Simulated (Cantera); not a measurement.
Feed: 1 mol BCl3, 3 mol H2, equilibrated at 1598.15 K and 29000 Pa.

These are equilibrium values from Cantera (NASA tables, ideal gas, pure condensed phases), not measurements of a reactor. Candidate condensed phases: B; 13 gas species. The tables' values for BCl2, BCl, BH2 are old estimates; treat these amounts as uncertain. Gases not in the tables: BHCl2. Rates play no part.

Base state: H2 0.530, HCl 0.351, BCl3 0.116, BCl2 0.00214, BCl 0.000646, H 7.21e-5, Cl 3.78e-5, BH2 1.36e-5 (mole fractions); condensed: B(s).

Question: What changes in the equilibrium state with this change: temperature from 1598.15 K to 1075 K?

Answer: 
| species | before | after |
|---|---|---|
| H2 | 0.530 | 0.680 |
| BCl3 | 0.116 | 0.208 |
| HCl | 0.351 | 0.112 |
| BCl | 0.000646 | 3.80e-8 |
| Cl | 3.78e-5 | 3.36e-9 |
| H | 7.21e-5 | 2.25e-8 |
| BH2 | 1.36e-5 | 1.40e-8 |
| BCl2 | 0.00214 | 3.49e-6 |
| B(s), mol | 0.493 | 0.153 |
